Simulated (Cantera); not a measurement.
Charge: 1 mol Si, 2.4 mol CO2, 2.9 mol N2, 0.0031 mol H2O, at 9.60 Pa.

Equilibrium computed with Cantera from the NASA thermochemical tables; the gas is ideal and each condensed phase is pure. Candidate condensed phases: C, C6H6, C7H8, C8H18, H2O, Si, SiC, SiO2, Si2N2O, Si3N4; 151 gas species. The tables hold silica as quartz up to 1696 K and as liquid above; real silica turns to tridymite and cristobalite and melts near 1996 K. Rates play no part.

Q: Which condensed phases are stable at each of these points (T (K)): 975, 1050, 1125, 1200, 1275, 1350, 1425, 1500, 1575, 1650, 1725?

A: 
| T (K) | condensed phases | Si condensed (%) |
|---|---|---|
| 975 | SiO2(β-quartz) | 100.0 |
| 1050 | SiO2(β-quartz) | 100.0 |
| 1125 | SiO2(β-quartz) | 100.0 |
| 1200 | SiO2(β-quartz) | 100.0 |
| 1275 | SiO2(β-quartz) | 100.0 |
| 1350 | SiO2(β-quartz) | 100.0 |
| 1425 | SiO2(β-quartz) | 100.0 |
| 1500 | SiO2(β-quartz) | 100.0 |
| 1575 | SiO2(β-quartz) | 99.9 |
| 1650 | SiO2(β-quartz) | 99.3 |
| 1725 | SiO2(condensed) | 96.6 |

From 975 K to 1650 K the condensed part is SiO2(β-quartz). At 1725 K the condensed part is SiO2(condensed).
